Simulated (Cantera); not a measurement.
Feed: 1 mol Si₃H₈, 42 mol H₂, at 1698 K and 0.00133 bar.

Cantera equilibrium calculation (NASA polynomials, part measured and part estimated; ideal gas, pure solids and liquids). Candidate condensed phases: Si; 9 gas species. The feed counts by its element totals alone. Gases not in the tables: Si₂H₆ and higher silanes. Kinetics and transport are ignored.

Base state: H₂ 0.996, H 0.00395, Si 0.000493, SiH 2.79e-5, SiH₂ 1.39e-5 (mole fractions); condensed: Si(l).

Problem. What changes in the equilibrium state with this change: 0.36 mol CO₂ added?

Solution. 
| species | before | after |
|---|---|---|
| H₂ | 0.996 | 0.980 |
| SiO | 0 | 0.0146 |
| H | 0.00395 | 0.00392 |
| CO | 0 | 0.000774 |
| SiH₂ | 1.39e-5 | 1.37e-5 |
| SiH | 2.79e-5 | 2.77e-5 |
| Si(l), mol | 2.98 | 1.97 |
| SiC(s), mol | 0 | 0.324 |
Mutual solubility and eutectic melting of coexisting phases are not modelled. Further candidate phases: C, C₆H₆, C₇H₈, C₈H₁₈, H₂O, SiC, SiO₂.
